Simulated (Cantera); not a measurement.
**Stirred combustor or abatement burner**

A perfectly stirred reactor is fed with CH4 : O2 : N2 = 1 : 1.43 : 5.37 (molar parts), equivalence ratio 1.4, at 21000 Pa; it is adiabatic with a 650 K inlet, and is followed from long to short residence time, starting on the burning branch (τ in s: 0.053, 0.016, 0.0046, 0.0014, 0.00041, 0.00012, 3.6e-05, 1.1e-05, 3.1e-06).

Detailed kinetics in Cantera: GRI-Mech 3.0 (53 species, 325 reactions).

```csv
τ (s),T (K),x CH4,x O2,x H2O2,x CO2,x CO
0.053,2164,2.37e-5,0.000466,8.14e-9,0.0430,0.0756
0.016,2144,5.76e-5,0.000841,1.12e-8,0.0429,0.0755
0.0046,2123,0.000171,0.00166,1.55e-8,0.0422,0.0758
0.0014,2093,0.000550,0.00388,2.78e-8,0.0398,0.0771
0.00041,1998,0.00240,0.0130,1.31e-7,0.0312,0.0815
0.00012,650,0.128,0.183,<1e-12,<1e-12,<1e-12
3.6e-5,650,0.128,0.183,<1e-12,<1e-12,<1e-12
1.1e-5,650,0.128,0.183,<1e-12,<1e-12,<1e-12
3.1e-6,650,0.128,0.183,<1e-12,<1e-12,<1e-12
```
x: mole fraction; the columns are a selection and need not sum to one.
